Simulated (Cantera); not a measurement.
A perfectly stirred reactor is fed with NO : N2 = 1 : 6.4 (molar parts), at 1.00 bar; it is held at 1800 K, and followed from long to short residence time.

Cantera simulation using GRI-Mech 3.0 (53 species, 325 reactions); the numbers are that mechanism's predictions, not measurements.

Question: Predict: x(NO) at τ = 18.0 s; x(N2O) at τ = 18.0 s; x(N2) at τ = 18.0 s; x(O) at τ = 18.0 s; x(NO2) at τ = 18.0 s; x(NO) at τ = 49.0 ms; x(N2O) at τ = 49.0 ms; x(N2) at τ = 49.0 ms; x(O) at τ = 49.0 ms; x(NO2) at τ = 49.0 ms.

Answer: 
| Item | Result |
|---|---|
| x(NO) at τ = 18.0 s | 0.0687 |
| x(N2O) at τ = 18.0 s | 2.07e-6 |
| x(N2) at τ = 18.0 s | 0.898 |
| x(O) at τ = 18.0 s | 2.26e-5 |
| x(NO2) at τ = 18.0 s | 6.90e-5 |
| x(NO) at τ = 49.0 ms | 0.135 |
| x(N2O) at τ = 49.0 ms | 7.45e-6 |
| x(N2) at τ = 49.0 ms | 0.865 |
| x(O) at τ = 49.0 ms | 5.17e-6 |
| x(NO2) at τ = 49.0 ms | 2.95e-5 |
